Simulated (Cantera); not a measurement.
Gas mixture: N2O = 0.85 (molar parts), at 500000 Pa, frozen composition.

Cantera's kinetic-theory transport with the Lennard-Jones parameters of GRI-Mech 3.0, ideal gas; thermal conductivity in the multicomponent form. The composition is frozen, though it would react at the higher temperatures.

One state of this run: ρ (kg/m³) = 1.89; cp (J/kg/K) = 1327; μ (µPa s) = 50.5; λ (mW/m/K) = 91.0; Pr = 0.736; D (cm²/s) H2 = 1.79; D (cm²/s) H = 2.96; D (cm²/s) O = 0.721. D: mixture-averaged diffusion coefficient of that species in the mixture.

Q: Which value of T (K) does it belong to?
A) 1800
B) 1200
C) 600
D) 1400

A: D, 1400
